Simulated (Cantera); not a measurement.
Gas mixture: 100 % O₂, at 0.820 bar, frozen composition.

Cantera's kinetic-theory transport with the Lennard-Jones parameters of GRI-Mech 3.0, ideal gas; thermal conductivity in the mixture-averaged form.

D: mixture-averaged diffusion coefficient of that species in the mixture.

| T (K) | ρ (kg/m³) | cp (J/kg/K) | μ (µPa s) | λ (mW/m/K) | Pr | D (cm²/s) H₂ | D (cm²/s) CO₂ | D (cm²/s) O |
|---|---|---|---|---|---|---|---|---|
| 400 | 0.789 | 941.4 | 25.6 | 33.9 | 0.713 | 1.63 | 0.326 | (withheld) |
| 550 | 0.574 | 987.2 | 32.1 | 44.7 | 0.709 | 2.78 | 0.574 | (withheld) |
| 700 | 0.451 | 1031 | 37.8 | 55.0 | 0.709 | 4.15 | 0.872 | (withheld) |
| 850 | 0.371 | 1065 | 43.0 | 64.6 | 0.710 | 5.74 | 1.22 | (withheld) |
| 1000 | 0.316 | 1090 | 47.9 | 73.6 | 0.710 | 7.51 | 1.60 | (withheld) |
| 1150 | 0.274 | 1109 | 52.5 | 82.2 | 0.708 | 9.47 | 2.03 | (withheld) |
| 1300 | 0.243 | 1125 | 56.9 | 90.4 | 0.708 | 11.6 | 2.49 | (withheld) |
| 1450 | 0.218 | 1139 | 61.0 | 98.3 | 0.707 | 13.9 | 2.99 | (withheld) |

Q: Some entries are withheld; supply them.

A: 
- 400, D (cm²/s) O: 0.671
- 550, D (cm²/s) O: 1.16
- 700, D (cm²/s) O: 1.74
- 850, D (cm²/s) O: 2.40
- 1000, D (cm²/s) O: 3.15
- 1150, D (cm²/s) O: 3.97
- 1300, D (cm²/s) O: 4.87
- 1450, D (cm²/s) O: 5.84
